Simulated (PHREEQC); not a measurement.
Make-up at 25 °C: 2.3 mmol/kgw ZnCl2 and 0.053 mmol/kgw H3BO3. Closed to the air; pH follows from the charge balance.

Computed with PHREEQC (ion-association model, phreeqc.dat).

Each row changes one thing in this solution. This is a speciation only: nothing precipitates in the calculation.

| case | pH | ionic strength (mol/kgw) |
|---|---|---|
| as made | 5.84 | 0.00686 |
| ZnCl2 left out | 6.70 | (withheld) |
| ZnCl2 replaced by CaCl2 at the same molality | (withheld) | 0.00690 |
| diluted 10-fold with water | 6.30 | 0.000689 |
| H3BO3 from 5.3e-05 to 0.00053 mol/kgw | (withheld) | 0.00686 |
| H3BO3 left out | (withheld) | 0.00686 |

### Question
Complete the blanks.

### Answer

- ZnCl2 left out, ionic strength (mol/kgw): 2.01e-7
- ZnCl2 replaced by CaCl2 at the same molality, pH: 6.69
- H3BO3 from 5.3e-05 to 0.00053 mol/kgw, pH: 5.82
- H3BO3 left out, pH: 5.85
